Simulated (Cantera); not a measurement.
Feed: 1 mol CS2, 1.1 mol H2O, 0.75 mol N2, equilibrated at 1825 K and 133 Pa.

Equilibrium computed with Cantera from the NASA thermochemical tables; the gas is ideal and each condensed phase is pure. Candidate condensed phases: C, C6H6, C7H8, C8H18, H2O, H2SO4, S; 150 gas species. The numbers say what is thermodynamically allowed, not how fast it happens.

Base state: H2 0.254, CO 0.253, S2 0.240, N2 0.193, H2O 0.0153, S 0.0122, SH 0.0115, H 0.00608 (mole fractions); condensed: gas only.

### Question
What changes in the equilibrium state with this change: temperature from 1825 K to 3473.15 K?

### Answer
```csv
species,before,after
H,0.00608,0.362
S,0.0122,0.330
CO,0.253,0.165
H2,0.254,0.000568
H2O,0.0153,1.50e-7
O,4.69e-7,0.0162
S2,0.240,0.000207
SH,0.0115,0.000158
N2,0.193,0.123
N,<1e-9,0.00187
H2S,0.00453,1.76e-8
S2O,8.56e-5,2.51e-9
SO2,0.000767,3.72e-8
```

### Question
What changes in the equilibrium state with this change: pressure from 133 Pa to 33.0 Pa?

### Answer
```json
[
 {"species": "H2", "before": "0.254", "after": "0.253"},
 {"species": "CO", "before": "0.253", "after": "0.251"},
 {"species": "S2", "before": "0.240", "after": "0.231"},
 {"species": "S", "before": "0.0122", "after": "0.0240"},
 {"species": "H", "before": "0.00608", "after": "0.0122"},
 {"species": "H2O", "before": "0.0153", "after": "0.0123"},
 {"species": "SH", "before": "0.0115", "after": "0.0113"},
 {"species": "N2", "before": "0.193", "after": "0.191"},
 {"species": "COS", "before": "0.000159", "after": "7.67e-5"},
 {"species": "H2S", "before": "0.00453", "after": "0.00220"}
]
```

### Question
What changes in the equilibrium state with this change: pressure from 133 Pa to 7100000 Pa?

### Answer
| species | before | after |
|---|---|---|
| CO | 0.253 | 0.240 |
| H2S | 0.00453 | 0.232 |
| N2 | 0.193 | 0.222 |
| H2 | 0.254 | 0.0705 |
| S2 | 0.240 | 0.154 |
| S | 0.0122 | 4.21e-5 |
| COS | 0.000159 | 0.0277 |
| CO2 | 0.00388 | 0.0182 |
| SH | 0.0115 | 0.00486 |
| H2O | 0.0153 | 0.0209 |
| NH3 | 2.08e-9 | 1.74e-5 |
| CS2 | 1.53e-6 | 0.00997 |
| HCN | 2.17e-9 | 1.25e-5 |
| H | 0.00608 | 1.39e-5 |
The ideal-gas law is rough above about 30 bar.
